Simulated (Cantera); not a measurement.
A freely propagating, adiabatic, planar premixed flame of CH4 : C2H6 : C3H8 : O2 : N2 : H2O = 1 : 0.18 : 0.66 : 5.39 : 14 : 1.9 (molar parts), unburnt at 423 K and 3.65 atm; mixture-averaged transport, grid criteria slope 0.08 and curve 0.16, no radiation.

Cantera simulation using GRI-Mech 3.0 (53 species, 325 reactions); the numbers are that mechanism's predictions, not measurements. GRI-Mech 3.0 was tuned for natural gas; its chemistry of propane as a main component is partial and can be far from experiment. Burning velocities carry a grid error of a few per cent, more on coarse grids.

Problem. What does this change do: 0.73 parts CO2 added?

Solution. 
| quantity | before | after |
|---|---|---|
| laminar burning velocity | 77.6 cm/s | 64.9 cm/s |
| thermal thickness | 0.0926 mm | 0.104 mm |
| peak x(H2O2) | 8.02e-5 | 8.35e-5 |
| peak x(HO2) | 0.000424 | 0.000381 |

Problem. What does this change do: 0.38 parts H2 added?

Solution. 
| quantity | before | after |
|---|---|---|
| laminar burning velocity | 77.6 cm/s | 81.6 cm/s |
| thermal thickness | 0.0926 mm | 0.0901 mm |
| peak x(H2O2) | 8.02e-5 | 7.97e-5 |
| peak x(HO2) | 0.000424 | 0.000426 |

Problem. What does this change do: inlet temperature 423 to 350 K?

Solution. 
```json
[
 {"quantity": "laminar burning velocity", "before": "77.6 cm/s", "after": "57.5 cm/s"},
 {"quantity": "thermal thickness", "before": "0.0926 mm", "after": "0.0987 mm"},
 {"quantity": "peak x(H2O2)", "before": "8.02e-5", "after": "8.79e-5"},
 {"quantity": "peak x(HO2)", "before": "0.000424", "after": "0.000409"}
]
```
